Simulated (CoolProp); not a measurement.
Values from CoolProp's reference Helmholtz-energy equation of state, Lemmon 2004. It is a short technical equation, of lower accuracy than the large ones.

### Question
For n-dodecane, give the phase and the Z, cv (kJ/(kg K)), Joule-Thomson coefficient (K/MPa), fugacity coefficient at 281.55 °C and 0.312 MPa.

### Answer
- 281.55 °C and 0.312 MPa: gas; Z 0.854, cv 2.69, Joule-Thomson coefficient 20.0, fugacity coefficient 0.871
